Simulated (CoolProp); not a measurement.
Properties of p-xylene along the isotherm 620 K (Tc = 616.2 K, pc = 3532 kPa, ω = 0.324).

The numbers come from the reference Helmholtz-energy equation of state, Zhou 2012 in CoolProp.

| p (kPa) | phase | density (kg/m³) | cv (kJ/(kg K)) | viscosity (µPa s) | conductivity (mW/(m K)) |
|---|---|---|---|---|---|
| 136 | gas | 2.842 | 2.173 | 13.2 | 44.2 |
| 272 | gas | 5.769 | 2.177 | 13.2 | 44.3 |
| 407 | gas | 8.765 | 2.181 | 13.2 | 44.3 |
| 543 | gas | [?] | 2.185 | 13.3 | 44.5 |
| 679 | gas | 15.10 | 2.189 | 13.3 | 44.6 |
| 815 | gas | 18.43 | 2.194 | 13.4 | 44.7 |
| 951 | gas | 21.89 | 2.199 | 13.5 | 44.9 |
| 1090 | gas | 25.56 | 2.205 | 13.5 | 45.0 |
| 1220 | gas | 29.13 | 2.210 | 13.6 | 45.2 |
| 1360 | gas | 33.14 | 2.216 | 13.7 | 45.4 |
| 1490 | gas | [?] | 2.222 | 13.8 | 45.7 |
| 1630 | gas | 41.43 | 2.229 | 13.9 | 45.9 |
| 1770 | gas | 46.06 | 2.237 | [?] | 46.3 |

Task: Fill in the missing entries.

Result: 
- 543, density (kg/m³): 11.88
- 1490, density (kg/m³): 37.04
- 1770, viscosity (µPa s): 14.0

Viscosity comes from a separate model (Balogun 2015). Thermal conductivity comes from a separate model (Mylona 2014).
